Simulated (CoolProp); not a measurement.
The fluid at 562.37 K and 17.7 MPa is throttled through a valve to 11.3 MPa with no heat exchange. The same conditions are run with several fluids, on thermodynamics alone (safety and materials aside).

Values from CoolProp's reference Helmholtz-energy equation of state of each fluid (decamethyltetrasiloxane (MD2M): Thol 2017; octamethyltrisiloxane (MDM): Thol 2017; n-undecane: Aleksandrov 2011; octamethylcyclotetrasiloxane (D4): Thol 2015; dodecamethylcyclohexasiloxane (D6): Colonna 2008).

| fluid | temperature change (K) | final density (kg/m³) |
|---|---|---|
| decamethyltetrasiloxane (MD2M) | (withheld) | (withheld) |
| octamethyltrisiloxane (MDM) | +0.8 | (withheld) |
| n-undecane | +0.9 | 550 |
| octamethylcyclotetrasiloxane (D4) | +0.9 | 690 |
| dodecamethylcyclohexasiloxane (D6) | (withheld) | (withheld) |

Problem. Complete the blanks.

Solution. 
- decamethyltetrasiloxane (MD2M), temperature change (K): +1.3
- decamethyltetrasiloxane (MD2M), final density (kg/m³): 629
- octamethyltrisiloxane (MDM), final density (kg/m³): 583
- dodecamethylcyclohexasiloxane (D6), temperature change (K): +1.5
- dodecamethylcyclohexasiloxane (D6), final density (kg/m³): 742
